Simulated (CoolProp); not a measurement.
Vapour-liquid equilibrium of propane (1) + R152A (2) at 9.52 bar; x and y are mole fractions of (1).

Computed with CoolProp (multi-fluid Helmholtz-energy mixture model, Lemmon 2009 and Outcalt 1996; pair parameters Bell 2016).

```tsv
x	bubble temperature (°C)	y at the bubble point	dew temperature at overall composition x (°C)	liquid density (mol/L)
0.05	37.2	0.136	40.1	12.91
0.15	30.5	0.326	(withheld)	12.76
0.25	26.3	(withheld)	33.2	(withheld)
0.35	23.7	0.522	29.6	12.30
0.45	22.1	(withheld)	26.1	12.06
0.55	21.1	0.629	22.8	11.85
0.65	20.6	0.677	(withheld)	11.66
0.75	20.5	0.733	20.6	11.50
0.85	21.2	0.806	21.9	11.37
0.95	23.2	0.918	23.9	11.24
```

Task: Some entries are withheld; supply them.

Result: 
- 0.15, dew temperature at overall composition x (°C): 36.7
- 0.25, y at the bubble point: 0.444
- 0.25, liquid density (mol/L): 12.54
- 0.45, y at the bubble point: 0.580
- 0.65, dew temperature at overall composition x (°C): 20.8

y crosses x between x = 0.65 and 0.75: the model has an azeotrope there.

The pair parameters rest on a limited set of measurements; away from them the model extrapolates.
